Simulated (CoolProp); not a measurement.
Octamethyltrisiloxane (MDM) at several states: density (kg/m³) from the reference equation and from simpler models built on Tc = 565.4 K, pc = 1.438 MPa, ω = 0.528; each cubic takes its own stable root.

Values from CoolProp's reference Helmholtz-energy equation of state, Thol 2017.

```json
[
 {"T (K)": "229.7", "p (MPa)": "0.024", "phase": "liquid", "reference": "882.6"},
 {"T (K)": "211", "p (MPa)": "0.0123", "phase": "liquid", "reference": "900.9"},
 {"T (K)": "301.4", "p (MPa)": "0.0317", "phase": "liquid", "reference": "812.0"},
 {"T (K)": "463.7", "p (MPa)": "2.76", "phase": "liquid", "reference": "640.7"},
 {"T (K)": "433.4", "p (MPa)": "0.097", "phase": "gas", "reference": "6.816"}
]
```

Question: How far does each simpler model (Redlich-Kwong, Soave-Redlich-Kwong) lie from the reference over these 5 states: mean and median of the absolute difference, and the worst?

Answer: 
- Redlich-Kwong: mean 12.6 %, median 15.1 %, worst -16.4 % at 211 K and 0.0123 MPa
- Soave-Redlich-Kwong: mean 9.2 %, median 10.5 %, worst -13.9 % at 211 K and 0.0123 MPa
